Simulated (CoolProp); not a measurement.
Properties of CH3F (R41) at several states (Tc = 44.1 °C, pc = 5.906 MPa, ω = 0.200).

Values from CoolProp's reference Helmholtz-energy equation of state, Lemmon 2006. It is a short technical equation, of lower accuracy than the large ones.

| T (°C) | p (MPa) | phase | density (kg/m³) | cv (kJ/(kg K)) | speed of sound (m/s) | Joule-Thomson coefficient (K/MPa) | expansivity (1/kK) |
|---|---|---|---|---|---|---|---|
| -44.55 | 0.0216 | gas | 0.3885 | 0.7800 | 270.4 | 43.38 | 4.450 |
| 51.35 | 0.107 | gas | 1.359 | 0.9066 | 316.2 | 14.12 | 3.150 |
| 9.35 | 0.328 | gas | 4.914 | 0.8680 | 292.8 | 20.98 | 3.961 |
